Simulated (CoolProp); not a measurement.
R236EA along the isotherm 248 K: density (kg/m³) from the reference equation and from simpler models built on Tc = 412.4 K, pc = 3.414 MPa, ω = 0.368; each cubic takes its own stable root.

Values from CoolProp's reference Helmholtz-energy equation of state, Rui 2013.

```tsv
p (MPa)	phase	reference
0.019	gas	1.419
0.0307	liquid	1575
0.0495	liquid	1575
0.08	liquid	1575
0.129	liquid	1575
0.209	liquid	1575
0.337	liquid	1575
0.545	liquid	1576
0.881	liquid	1576
1.42	liquid	1578
2.3	liquid	1580
```

How far does each simpler model (van der Waals, Redlich-Kwong) lie from the reference over these 11 states: mean and median of the absolute difference, and the worst?


- van der Waals: mean 63.7 %, median 40.8 %, worst -99.9 % at 248 K and 0.0307 MPa
- Redlich-Kwong: mean 27.5 %, median 12.8 %, worst -99.9 % at 248 K and 0.0307 MPa

At some of these states van der Waals, Redlich-Kwong gives the other phase, because its saturation line lies elsewhere.
